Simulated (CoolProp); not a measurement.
A closed Brayton cycle with nitrogen: compressor inlet 326.15 K and 2.9 MPa, high pressure 7.28 MPa, turbine inlet 960 K, compressor efficiency 0.85, turbine efficiency 0.9, recuperator effectiveness 0.95 (on enthalpy, no pinch check). Each further row changes one setting.

Computed with CoolProp (reference Helmholtz-energy equation of state, Span 2000).

```
case                           thermal efficiency (%)  net work (kJ/kg)  compressor to turbine work  compressor exit (K)  turbine exit (K)
-----------------------------  ----------------------  ----------------  --------------------------  -------------------  ----------------
as stated                                        39.2              92.0                        0.57                442.3             775.4
turbine inlet 910 K                                 …              80.8                           …                442.3             733.5
compressor inlet 336.15 K                           …              88.2                        0.59                    …             775.4
high pressure 6.19 MPa                           40.3                 …                        0.54                419.6             805.3
recuperator effectiveness 0.5                       …              92.0                        0.57                442.3             775.4
```

Question: Fill in the missing entries.

Answer: 
- turbine inlet 910 K, thermal efficiency (%): 36.6
- turbine inlet 910 K, compressor to turbine work: 0.60
- compressor inlet 336.15 K, thermal efficiency (%): 37.8
- compressor inlet 336.15 K, compressor exit (K): 455.7
- high pressure 6.19 MPa, net work (kJ/kg): 81.8
- recuperator effectiveness 0.5, thermal efficiency (%): 23.1
